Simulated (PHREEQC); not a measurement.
Metal-bearing waste water: speciation

Make-up at 20 °C: 0.0057 mol/kgw CdCl2, 0.26 mol/kgw ZnCl2 and 0.013 mol/kgw Na2SO4. Closed to the air; pH follows from the charge balance.

The numbers come from PHREEQC with the ion-association model, phreeqc.dat.

Each row changes one thing in this solution. This is a speciation only: nothing precipitates in the calculation.

| case | pH | ionic strength (mol/kgw) | Cl- (mol/kgw) | Zn+2 (mol/kgw) | ZnCl+ (mol/kgw) | ZnCl2 (mol/kgw) | SI of Halite (NaCl) |
|---|---|---|---|---|---|---|---|
| as made | 4.80 | 0.683 | 0.455 | 0.203 | 0.0387 | 0.00615 | -3.84 |
| temperature from 20 to 55 °C | 4.75 | 0.546 | 0.370 | 0.139 | 0.0890 | 0.0135 | -3.97 |
| Na2SO4 from 0.013 to 0.065 mol/kgw | 4.89 | 0.743 | 0.462 | 0.182 | ___ | 0.00539 | -3.14 |
| CdCl2 left out | 4.80 | 0.679 | 0.452 | 0.203 | 0.0386 | 0.00611 | -3.84 |
| temperature from 20 to 45 °C | 4.79 | 0.585 | 0.394 | 0.158 | 0.0740 | 0.0114 | -3.93 |
| temperature from 20 to 90 °C | 4.58 | 0.432 | 0.302 | 0.0849 | 0.136 | 0.0188 | ___ |
| Na2SO4 replaced by NaBF4 at the same molality | 2.76 | ___ | 0.453 | 0.208 | 0.0396 | ___ | -4.14 |

Question: What belongs in the gaps?

Answer: 
- Na2SO4 from 0.013 to 0.065 mol/kgw, ZnCl+ (mol/kgw): 0.0345
- temperature from 20 to 90 °C, SI of Halite (NaCl): -4.09
- Na2SO4 replaced by NaBF4 at the same molality, ionic strength (mol/kgw): 0.685
- Na2SO4 replaced by NaBF4 at the same molality, ZnCl2 (mol/kgw): 0.00626

The ionic strength passes 0.7 mol/kgw, the rough limit of the ion-association models, in Na2SO4 from 0.013 to 0.065 mol/kgw. At this temperature some constants are extrapolated from 25 °C, and those without enthalpy data are left unchanged. Real BF4- forms and hydrolyses slowly; the run takes it at equilibrium.
